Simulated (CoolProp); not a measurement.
R125 at 407.84 K and 0.325 MPa is throttled through a valve to 0.0641 MPa with no heat exchange. Each further row changes one setting.

Values from CoolProp's reference Helmholtz-energy equation of state, Lemmon 2005.

```tsv
case	temperature change (K)	final density (kg/m³)
as stated	…	2.28
outlet pressure 0.0192 MPa	…	0.683
outlet pressure 0.0833 MPa	…	2.97
```

Question: Complete the blanks.

Answer: 
- as stated, temperature change (K): -1.4
- outlet pressure 0.0192 MPa, temperature change (K): -1.7
- outlet pressure 0.0833 MPa, temperature change (K): -1.3
